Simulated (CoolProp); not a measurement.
Methanol at 498.52 K and 9.52 MPa is throttled through a valve to 2.22 MPa with no heat exchange. Each further row changes one setting.

Values from CoolProp's reference Helmholtz-energy equation of state, de Reuck 1993.

```tsv
case	temperature change (K)	final phase	final density (kg/m³)
as stated	-54.9	two-phase, vapour fraction 0.331	73.5
outlet pressure 0.666 MPa	?	?	?
outlet pressure 2.89 MPa	-42.3	two-phase, vapour fraction 0.283	?
```

### Question
Some entries are withheld; supply them.

### Answer

- outlet pressure 0.666 MPa, temperature change (K): -104.0
- outlet pressure 0.666 MPa, final phase: two-phase, vapour fraction 0.458
- outlet pressure 0.666 MPa, final density (kg/m³): 16.2
- outlet pressure 2.89 MPa, final density (kg/m³): 109
